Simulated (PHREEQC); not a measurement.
# Brine

Consider water at 93 °C with 0.71 mol MgSO4 and 1.6 mol Na2SO4 per kg of water. Closed to the air; pH follows from the charge balance.

The numbers come from PHREEQC with the Pitzer model, pitzer.dat.

Precipitation was switched off in this run.

Question: What activity of water does the model give?

Answer: activity of water 0.931.

Constants without temperature data keep their 25 °C values here.
